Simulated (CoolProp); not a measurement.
Computed with CoolProp (reference Helmholtz-energy equation of state, Zhou 2011).

Problem. For dimethyl carbonate, give the phase and the cp (kJ/(kg K)), cv (kJ/(kg K)), speed of sound (m/s), expansivity (1/kK) at 14.85 °C and 6840 kPa; 210.65 °C and 6840 kPa.

Solution. 
- 14.85 °C and 6840 kPa: liquid; cp 1.81, cv 1.34, speed of sound 1270, expansivity 1.18
- 210.65 °C and 6840 kPa: liquid; cp 2.31, cv 1.67, speed of sound 573, expansivity 2.37
